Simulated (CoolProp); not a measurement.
A simple Rankine cycle with water: condensing at 314.15 K, boiler at 0.517 MPa, turbine inlet 441.3 K, turbine efficiency 0.75, pump efficiency 0.8, no recuperator. Each further row changes one setting.

Computed with CoolProp (reference Helmholtz-energy equation of state, Wagner 2002).

```
case                             thermal efficiency (%)  net work (kJ/kg)  heat in (kJ/kg)  turbine exit temperature (K)  volume ratio over the turbine
-------------------------------  ----------------------  ----------------  ---------------  ----------------------------  -----------------------------
as stated                                          18.1               474             2610                         314.1                           43.6
turbine inlet 461.3 K                              18.2               484             2660                         314.1                           42.1
condensing temperature 306.15 K                    19.3               512             2650                         306.1                           65.1
boiler pressure 0.362 MPa                          16.7               439             2620                         314.1                           30.8
turbine efficiency 0.65                            15.7               410             2610                         314.1                           44.9
```

The expansion ends wet for: as stated; turbine inlet 461.3 K; condensing temperature 306.15 K; boiler pressure 0.362 MPa; turbine efficiency 0.65.
